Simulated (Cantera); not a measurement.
What does this Cantera script print?

```python
import numpy as np
import cantera as ct

gas_names = """
    CL CL2 H HCL H2 N NH NH2 NH3 N2 N2H2 N2H4 Si SiCL SiCL2 SiCL3 SiCL4 SiH SiHCL3 SiH2 SiH2CL2 SiH3
    SiH3CL SiH4 SiN Si2 Si2N Si3
""".split()
cond_names = """
    NH4CL(a) NH4CL(b) Si(cr) Si(L) Si3N4(a)
""".split()


# ... load() reads the species with a 1 bar reference pressure and builds the phases ...
atoms = {
    'SiHCl3': {'Si': 1, 'H': 1, 'CL': 3},
    'NH3': {'N': 1, 'H': 3},
}
top_T = {'Si3N4(a)': 2400}  # K; cautious upper limits of use, not melting points


# ... equilibrate(T, P, feed) seeds the gas with the atoms and calls Mixture.equilibrate('TP', solver="vcs", rtol=1e-11, max_steps=5000) ...
results = []
feed = {'SiHCl3': 1, 'NH3': 19}  # mol
P = 5.2  # Pa
for T in [1225, 1325, 1425, 1525, 1625, 1725, 1825, 1925, 2025]:
    mix = equilibrate(T, P, feed)
    results.append((T, P, feed, dict(zip(mix.species_names, mix.species_moles))))

top = {s: max(r[3][s] / sum(r[3][g] for g in gas_names) for r in results) for s in gas_names}
cols = sorted((s for s in top if top[s] > 0.001), key=lambda s: -top[s])[:5]
seen = [c for c in cond_names if any(r[3].get(c, 0) > 1e-12 for r in results)]
print("log10 of partial pressures in bar; condensed amounts in mol")
print(f"{'T/K':>10s}" + "".join(f"{s[:9]:>10s}" for s in cols + seen))
for T, P, feed, n in results:
    ng = sum(n[g] for g in gas_names)
    print(f"{T:10.4g}" + "".join(f"{np.log10(max(n[s] / ng * P / 1e5, 1e-99)):10.3f}" for s in cols)
          + "".join(f"{n.get(c, 0):10.4g}" for c in seen))
```

It prints:

```
log10 of partial pressures in bar; condensed amounts in mol
       T/K        H2        N2         H       HCL        Si    Si(cr)  Si3N4(a)
      1225    -4.439    -4.932    -8.726    -5.409   -12.983         0    0.3255
      1325    -4.438    -4.929    -8.006    -5.445   -10.754         0    0.2873
      1425    -4.436    -4.922    -7.384    -5.554    -8.845         0    0.1878
      1525    -4.441    -4.909    -6.846    -5.580    -7.724    0.4995         0
      1625    -4.445    -4.912    -6.374    -5.593    -6.788    0.3615         0
      1725    -4.458    -4.920    -5.960    -5.570    -6.151         0         0
      1825    -4.480    -4.929    -5.596    -5.506    -6.001         0         0
      1925    -4.514    -4.943    -5.276    -5.513    -5.953         0         0
      2025    -4.573    -4.966    -5.002    -5.577    -5.956         0         0
```

These are equilibrium values from Cantera (NASA tables, ideal gas, pure condensed phases), not measurements of a reactor. The tables' values for SiCl, SiN, SiCl3 are old estimates; treat these amounts as uncertain.
